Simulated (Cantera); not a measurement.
HF + SO₂ + O₂ + H₂ (abatement and gas-phase synthesis)

A closed system holds: 1 mol HF, 0.031 mol SO₂, 0.077 mol O₂, 0.71 mol H₂, held at 1 atm.

Equilibrium computed with Cantera from the NASA thermochemical tables; the gas is ideal and each condensed phase is pure. Candidate condensed phases: H₂O, H₂SO₄, S; 43 gas species. The numbers say what is thermodynamically allowed, not how fast it happens.

From 1500 °C to 3000 °C nothing is condensed.

```csv
T (°C),x HF,x H₂,x H,x H₂O,x OH,x H₂S,x O,x SO
1500,0.583,0.274,0.000148,0.126,4.20e-6,0.0136,1.77e-9,7.94e-5
1650,0.582,0.277,0.000492,0.125,1.91e-5,0.0105,2.54e-8,0.000268
1800,0.581,0.279,0.00138,0.124,6.95e-5,0.00769,2.47e-7,0.000684
1950,0.579,0.281,0.00337,0.122,0.000211,0.00540,1.76e-6,0.00141
2100,0.577,0.281,0.00735,0.119,0.000553,0.00365,9.75e-6,0.00245
2250,0.573,0.279,0.0146,0.116,0.00129,0.00236,4.40e-5,0.00366
2400,0.568,0.274,0.0267,0.111,0.00270,0.00146,0.000168,0.00481
2550,0.561,0.265,0.0453,0.106,0.00520,0.000869,0.000557,0.00572
2700,0.550,0.251,0.0723,0.0979,0.00916,0.000505,0.00162,0.00628
2850,0.535,0.233,0.109,0.0862,0.0147,0.000293,0.00415,0.00648
3000,0.514,0.210,0.155,0.0704,0.0209,0.000172,0.00921,0.00628
```
x: gas mole fraction; nothing condenses.
